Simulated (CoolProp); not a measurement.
50 sccm (0 °C, 1 atm) of nitrogen bubbles through liquid toluene at 364.2 K and leaves saturated at a total pressure of 0.15 MPa (ideal gas phase). Each further row changes one setting.

Values from CoolProp's reference Helmholtz-energy equation of state, Lemmon 2006. It is a short technical equation, of lower accuracy than the large ones.

```csv
case,vapour pressure (kPa),mole fraction of vapour,delivery (mg/min),delivery (sccm),change of delivery for a bath 1 K warmer (%)
as stated,56.2,0.374,123,29.9,5.3
bath temperature 369.2 K,65.8,0.438,160,39.0,5.7
total pressure 0.3 MPa,56.2,0.187,47.3,11.5,4.0
```
